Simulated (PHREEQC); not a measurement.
Dissolve 0.015 mol/kgw Na2SeO3 and 0.013 mol/kgw H2SO4 at 25 °C. Closed to the air; pH follows from the charge balance.

Equilibrium calculation in PHREEQC: ion-association model, wateq4f.dat.

This is a speciation only: nothing precipitates in the calculation.

**Question.** What pH does the model give?

**Answer.** pH 2.69.

**Question.** In which forms is Na present?

**Answer.** Na+ 97 %, NaSO4- 2.6 % of the Na.
